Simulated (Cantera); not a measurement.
Charge: 1 mol SiH₄, 0.055 mol C₃H₈, a varied amount of H₂, held at 2623.15 K and 72000 Pa.

These are equilibrium values from Cantera (NASA tables, ideal gas, pure condensed phases), not measurements of a reactor. Candidate condensed phases: C, C₆H₆, C₇H₈, C₈H₁₈, Si, SiC; 87 gas species. Mutual solubility and eutectic melting of coexisting phases are not modelled. Gases not in the tables: Si₂H₆ and higher silanes. The numbers say what is thermodynamically allowed, not how fast it happens.

Problem. Which condensed phases are stable at each of these points (n(H₂) (mol)): 1.1, 2.3, 4.7, 9.7, 20, 42, 86, 180?

Solution. 
```csv
n(H₂) (mol),condensed phases,Si condensed (%)
1.1,Si(l) + SiC(s),90.2
2.3,Si(l) + SiC(s),86.7
4.7,Si(l) + SiC(s),79.6
9.7,Si(l) + SiC(s),64.9
20,Si(l),35.2
42,gas only,0.0
86,gas only,0.0
180,gas only,0.0
```

From 1.1 mol H₂ to 9.7 mol H₂ the condensed part is Si(l) + SiC(s). At 20 mol H₂ the condensed part is Si(l). From 42 mol H₂ to 180 mol H₂ nothing is condensed.
